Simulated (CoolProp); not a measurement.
100 sccm (0 °C, 1 atm) of nitrogen bubbles through liquid n-undecane at 348.5 K and leaves saturated at a total pressure of 0.0159 MPa (ideal gas phase). Each further row changes one setting.

Computed with CoolProp (reference Helmholtz-energy equation of state, Aleksandrov 2011). It is a short technical equation, of lower accuracy than the large ones.

| case | vapour pressure (kPa) | mole fraction of vapour | delivery (mg/min) | delivery (sccm) | change of delivery for a bath 1 K warmer (%) |
|---|---|---|---|---|---|
| as stated | 1.37 | (withheld) | 66.0 | 9.46 | 5.8 |
| bath temperature 353.5 K | (withheld) | 0.111 | (withheld) | 12.5 | 5.8 |
| total pressure 0.0318 MPa | 1.37 | (withheld) | 31.5 | (withheld) | 5.5 |

Complete the blanks.


- as stated, mole fraction of vapour: 0.0864
- bath temperature 353.5 K, vapour pressure (kPa): 1.77
- bath temperature 353.5 K, delivery (mg/min): 87.4
- total pressure 0.0318 MPa, mole fraction of vapour: 0.0432
- total pressure 0.0318 MPa, delivery (sccm): 4.52
